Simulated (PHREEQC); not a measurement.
Make-up at 20 °C: 0.00038 mol HF, 2e-05 mol (NH4)2SiF6, 1.5e-05 mol HBF4 and 0.0071 mol HCl per kg of water. Closed to the air; pH follows from the charge balance.

All values are PHREEQC results (ion-association model, wateq4f.dat), not measurements.

This is a speciation only: nothing precipitates in the calculation.

Problem. Order these F species by the share of F that they hold, largest first: F-, H2F2, HF.

Solution. HF (89 %), F- (11 %), H2F2 (0.28 %)

The pH is 2.18 and the ionic strength 0.00716 mol/kgw. Species that the database lacks are ignored. SiF6-2 is the database's only silicon fluoride. Real BF4- forms and hydrolyses slowly; the run takes it at equilibrium.
